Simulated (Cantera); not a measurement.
## Transport properties of process gases

Gas mixture: 100 % NH3, at 0.0910 bar, frozen composition.

Cantera's kinetic-theory transport with the Lennard-Jones parameters of GRI-Mech 3.0, ideal gas; thermal conductivity in the mixture-averaged form. Polar gases are described roughly by these parameters. The composition is frozen, though it would react at the higher temperatures.

| T (K) | ρ (kg/m³) | cp (J/kg/K) | μ (µPa s) | λ (mW/m/K) | Pr | D (cm²/s) CH4 | D (cm²/s) O | D (cm²/s) H2O |
|---|---|---|---|---|---|---|---|---|
| 400 | 0.0466 | 2269 | 13.9 | 44.3 | 0.713 | 4.31 | 6.72 | 3.91 |
| 600 | 0.0311 | 2662 | 20.9 | 77.4 | 0.719 | 9.19 | 13.9 | 8.96 |
| 800 | 0.0233 | 3009 | 27.5 | 115 | 0.721 | 15.4 | 23.0 | 15.9 |
| 1000 | 0.0186 | 3319 | 33.6 | 154 | 0.725 | 22.9 | 33.8 | 24.5 |
| 1200 | 0.0155 | 3580 | 39.3 | 194 | 0.727 | 31.3 | 46.0 | 34.6 |
| 1400 | 0.0133 | 3802 | 44.6 | 233 | 0.728 | 40.8 | 59.7 | 46.2 |
| 1600 | 0.0117 | 3990 | 49.6 | 271 | 0.730 | 51.2 | 74.7 | 59.0 |
| 1800 | 0.0104 | 4147 | 54.3 | 308 | 0.731 | 62.5 | 90.9 | 73.1 |
D: mixture-averaged diffusion coefficient of that species in the mixture.
